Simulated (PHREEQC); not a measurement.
A PHREEQC speciation (ion-association model, phreeqc.dat) at 20 °C gives pH 7.32 and these molalities:

```csv
species,mol/kgw
Na+,0.281
SO4-2,0.121
NaSO4-,0.0385
```

What are the element totals, and what could have been dissolved in 1 kg of water to give them?

Several could match; the one computed here: totals Na 0.320, S(6) 0.160 mol/kgw, from 0.16 mol/kgw Na2SO4.

No solid was allowed to form.
